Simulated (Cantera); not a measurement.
A freely propagating, adiabatic, planar premixed flame of 28.7 % H2, 15.0 % O2, 56.3 % N2, equivalence ratio 0.96, unburnt at 300 K and 100.0 Torr; mixture-averaged transport, grid criteria slope 0.08 and curve 0.16, no radiation.

Computed with Cantera and the H2/O2 subset of GRI-Mech 3.0, which has no nitrogen chemistry. Burning velocities carry a grid error of a few per cent, more on coarse grids.

x: mole fraction of selected species; z is measured from the peak of heat release.

```json
[
 {"z (mm)": "-15.1", "T (K)": "300", "u (m/s)": "1.92", "x H2": "0.287", "x O2": "0.150", "x O": "<1e-8", "x H2O": "<1e-8", "x H": "<1e-8", "x HO2": "<1e-8"},
 {"z (mm)": "-10.1", "T (K)": "300", "u (m/s)": "1.92", "x H2": "0.287", "x O2": "0.150", "x O": "<1e-8", "x H2O": "<1e-8", "x H": "<1e-8", "x HO2": "<1e-8"},
 {"z (mm)": "-7.54", "T (K)": "300", "u (m/s)": "1.92", "x H2": "0.287", "x O2": "0.150", "x O": "<1e-8", "x H2O": "<1e-8", "x H": "<1e-8", "x HO2": "<1e-8"},
 {"z (mm)": "-5.03", "T (K)": "300", "u (m/s)": "1.92", "x H2": "0.287", "x O2": "0.150", "x O": "<1e-8", "x H2O": "<1e-8", "x H": "<1e-8", "x HO2": "<1e-8"},
 {"z (mm)": "-2.51", "T (K)": "302", "u (m/s)": "1.93", "x H2": "0.286", "x O2": "0.150", "x O": "1.49e-7", "x H2O": "2.14e-5", "x H": "3.44e-7", "x HO2": "?"},
 {"z (mm)": "-1.26", "T (K)": "528", "u (m/s)": "3.29", "x H2": "0.254", "x O2": "0.147", "x O": "8.43e-5", "x H2O": "0.0151", "x H": "0.00389", "x HO2": "?"},
 {"z (mm)": "0", "T (K)": "1002", "u (m/s)": "6.03", "x H2": "0.144", "x O2": "0.109", "x O": "0.00424", "x H2O": "0.103", "x H": "0.0406", "x HO2": "?"},
 {"z (mm)": "1.26", "T (K)": "1300", "u (m/s)": "7.75", "x H2": "0.0523", "x O2": "0.0490", "x O": "0.0114", "x H2O": "0.209", "x H": "0.0668", "x HO2": "?"},
 {"z (mm)": "2.51", "T (K)": "1431", "u (m/s)": "8.47", "x H2": "0.0397", "x O2": "0.0364", "x O": "0.0123", "x H2O": "0.231", "x H": "0.0624", "x HO2": "?"},
 {"z (mm)": "5.03", "T (K)": "1568", "u (m/s)": "9.21", "x H2": "0.0398", "x O2": "0.0324", "x O": "0.0117", "x H2O": "0.240", "x H": "0.0506", "x HO2": "?"},
 {"z (mm)": "10.1", "T (K)": "1717", "u (m/s)": "9.98", "x H2": "0.0392", "x O2": "0.0288", "x O": "0.0101", "x H2O": "0.250", "x H": "0.0380", "x HO2": "?"},
 {"z (mm)": "20.1", "T (K)": "1866", "u (m/s)": "10.7", "x H2": "0.0365", "x O2": "0.0251", "x O": "0.00794", "x H2O": "0.262", "x H": "0.0264", "x HO2": "?"},
 {"z (mm)": "40.2", "T (K)": "2006", "u (m/s)": "11.4", "x H2": "0.0317", "x O2": "0.0213", "x O": "0.00568", "x H2O": "0.275", "x H": "0.0168", "x HO2": "?"}
]
```

**Question.** Fill in the missing entries.

**Answer.** 
- -2.51, x HO2: 9.86e-6
- -1.26, x HO2: 8.03e-5
- 0, x HO2: 2.05e-5
- 1.26, x HO2: 7.75e-6
- 2.51, x HO2: 5.00e-6
- 5.03, x HO2: 3.72e-6
- 10.1, x HO2: 2.74e-6
- 20.1, x HO2: 1.97e-6
- 40.2, x HO2: 1.41e-6
